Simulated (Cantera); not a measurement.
Mixture: 13.5 % CO, 1.35 % H2, 3.11 % CH4, 21.6 % O2, 60.4 % N2, equivalence ratio 0.63, at 6.80 bar, adiabatic and at constant pressure. Ignition delay is the time to a rise of 400 K.

Detailed kinetics in Cantera: GRI-Mech 3.0 (53 species, 325 reactions).

Task: Predict: delay at 1100 K; delay at 1150 K; delay at 1200 K; delay at 1250 K; delay at 1300 K; delay at 1350 K; delay at 1400 K; apparent activation energy between 1300 and 1400 K.

Result: 
```json
{
  "delay at 1100 K": "0.969 ms",
  "delay at 1150 K": "0.485 ms",
  "delay at 1200 K": "0.278 ms",
  "delay at 1250 K": "0.173 ms",
  "delay at 1300 K": "0.114 ms",
  "delay at 1350 K": "77.8 µs",
  "delay at 1400 K": "54.9 µs",
  "apparent activation energy between 1300 and 1400 K": "110 kJ/mol"
}
```
